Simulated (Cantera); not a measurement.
Input: 1 mol Si3N4, 0.041 mol N2O, 4.1 mol H2, held at 0.870 bar.

Equilibrium computed with Cantera from the NASA thermochemical tables; the gas is ideal and each condensed phase is pure. Candidate condensed phases: H2O, Si, SiO2, Si2N2O, Si3N4; 35 gas species. Mutual solubility and eutectic melting of coexisting phases are not modelled. Kinetics and transport are ignored. All values below are at 1050 K.

Base state: H2 0.987, N2 0.0131, NH3 4.15e-5 (mole fractions); condensed: Si2N2O(s) + Si3N4(s).

**Question.** What changes in the equilibrium state with this change: 0.028 mol CO2 added?

**Answer.** 
```
species          before    after
--------------  -------  -------
H2                0.987    0.976
N2               0.0131   0.0177
CH4                   0  0.00675
NH3             4.15e-5  4.73e-5
Si2N2O(s), mol   0.0410   0.0970
Si3N4(s), mol     0.973    0.935
```
Further candidate phases: C, C6H6, C7H8, C8H18, SiC.
